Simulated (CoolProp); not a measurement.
The fluid at 397.75 K and 9.56 MPa is throttled through a valve to 2.94 MPa with no heat exchange. The same conditions are run with several fluids, on thermodynamics alone (safety and materials aside).

Computed with CoolProp (reference Helmholtz-energy equation of state of each fluid (nitrous oxide: Lemmon 2006; n-perfluorobutane: Gao 2022; CH3F (R41): Lemmon 2006; propylene: Lemmon 2013; C3F8 (R218): Lemmon 2006)).

```tsv
fluid	temperature change (K)	final phase	final density (kg/m³)
nitrous oxide	-40.3	gas	47.9
n-perfluorobutane	-7.6	supercritical	926
CH3F (R41)	-54.7	gas	41.8
propylene	-57.0	two-phase, vapour fraction 0.790	87.3
C3F8 (R218)	-31.7	supercritical	311
```
